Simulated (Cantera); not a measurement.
A perfectly stirred reactor is fed with CH4 : C2H6 : C3H8 : O2 : N2 = 1 : 0.096 : 0.062 : 3.11 : 11.5 (molar parts), at 563 Torr; it is adiabatic with a 498 K inlet, and is followed from long to short residence time, starting on the burning branch (τ in s: 0.21, 0.092, 0.041, 0.018, 0.0082, 0.0037, 0.0016, 0.00073, 0.00033, 0.00015, 6.5e-05).

Computed with Cantera and GRI-Mech 3.0 (53 species, 325 reactions).

Predict: blow-out, bracketed by the residence times tried; x(CH4) at τ = 0.210 s; x(C2H6) at τ = 0.210 s; x(C3H8) at τ = 0.210 s; x(C2H2) at τ = 0.210 s; x(CH4) at τ = 3.70 ms; x(C2H6) at τ = 3.70 ms; x(C3H8) at τ = 3.70 ms; x(C2H2) at τ = 3.70 ms; x(C2H) at τ = 3.70 ms.


- blow-out, bracketed by the residence times tried: burning at 0.150 ms, out at 65.0 µs
- x(CH4) at τ = 0.210 s: 1.29e-6
- x(C2H6) at τ = 0.210 s: 1.61e-8
- x(C3H8) at τ = 0.210 s: 1.19e-8
- x(C2H2) at τ = 0.210 s: 1.08e-7
- x(CH4) at τ = 3.70 ms: 3.07e-5
- x(C2H6) at τ = 3.70 ms: 6.64e-7
- x(C3H8) at τ = 3.70 ms: 4.00e-7
- x(C2H2) at τ = 3.70 ms: 1.14e-6
- x(C2H) at τ = 3.70 ms: 1.10e-8
